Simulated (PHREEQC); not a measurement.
Dissolve 0.0034 mol NaH2PO4 and 0.065 mol KOH per kg of water at 25 °C. Closed to the air; pH follows from the charge balance.

All values are PHREEQC results (ion-association model, phreeqc.dat), not measurements.

No solid was allowed to form.

Task: Order these P species by the share of P that they hold, largest first: PO4-3, HPO4-2, KHPO4-.

Result: PO4-3 (87 %), HPO4-2 (12 %), KHPO4- (0.61 %)

The pH is 12.66 and the ionic strength 0.0777 mol/kgw.
